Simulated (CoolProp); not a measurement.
Saturation properties of dodecamethylcyclohexasiloxane (D6).

Computed with CoolProp (reference Helmholtz-energy equation of state, Colonna 2008). It is a short technical equation, of lower accuracy than the large ones.

```json
[
 {"T (°C)": "110.55", "p (bar)": "0.01193", "liquid density (kg/m³)": "873.2", "enthalpy of vaporisation (kJ/kg)": "134.7", "liquid cp (kJ/(kg K))": "1.741"},
 {"T (°C)": "114.15", "p (bar)": "0.01420", "liquid density (kg/m³)": "869.1", "enthalpy of vaporisation (kJ/kg)": "(withheld)", "liquid cp (kJ/(kg K))": "1.749"},
 {"T (°C)": "117.75", "p (bar)": "0.01684", "liquid density (kg/m³)": "865.0", "enthalpy of vaporisation (kJ/kg)": "132.8", "liquid cp (kJ/(kg K))": "(withheld)"},
 {"T (°C)": "121.35", "p (bar)": "0.01988", "liquid density (kg/m³)": "860.9", "enthalpy of vaporisation (kJ/kg)": "(withheld)", "liquid cp (kJ/(kg K))": "1.764"},
 {"T (°C)": "124.95", "p (bar)": "0.02337", "liquid density (kg/m³)": "856.8", "enthalpy of vaporisation (kJ/kg)": "131.0", "liquid cp (kJ/(kg K))": "1.771"},
 {"T (°C)": "128.65", "p (bar)": "0.02749", "liquid density (kg/m³)": "852.5", "enthalpy of vaporisation (kJ/kg)": "130.0", "liquid cp (kJ/(kg K))": "1.779"},
 {"T (°C)": "132.25", "p (bar)": "0.03207", "liquid density (kg/m³)": "848.3", "enthalpy of vaporisation (kJ/kg)": "129.1", "liquid cp (kJ/(kg K))": "1.787"},
 {"T (°C)": "135.85", "p (bar)": "0.03729", "liquid density (kg/m³)": "844.2", "enthalpy of vaporisation (kJ/kg)": "128.2", "liquid cp (kJ/(kg K))": "1.794"},
 {"T (°C)": "139.45", "p (bar)": "0.04319", "liquid density (kg/m³)": "840.0", "enthalpy of vaporisation (kJ/kg)": "127.3", "liquid cp (kJ/(kg K))": "1.802"},
 {"T (°C)": "143.05", "p (bar)": "0.04986", "liquid density (kg/m³)": "835.8", "enthalpy of vaporisation (kJ/kg)": "(withheld)", "liquid cp (kJ/(kg K))": "(withheld)"},
 {"T (°C)": "146.65", "p (bar)": "(withheld)", "liquid density (kg/m³)": "831.6", "enthalpy of vaporisation (kJ/kg)": "125.5", "liquid cp (kJ/(kg K))": "1.817"}
]
```

Task: Some entries are withheld; supply them.

Result: 
- 114.15, enthalpy of vaporisation (kJ/kg): 133.7
- 117.75, liquid cp (kJ/(kg K)): 1.756
- 121.35, enthalpy of vaporisation (kJ/kg): 131.9
- 143.05, enthalpy of vaporisation (kJ/kg): 126.4
- 143.05, liquid cp (kJ/(kg K)): 1.809
- 146.65, p (bar): 0.05737

It boils at 245.0 °C under 1 atm.
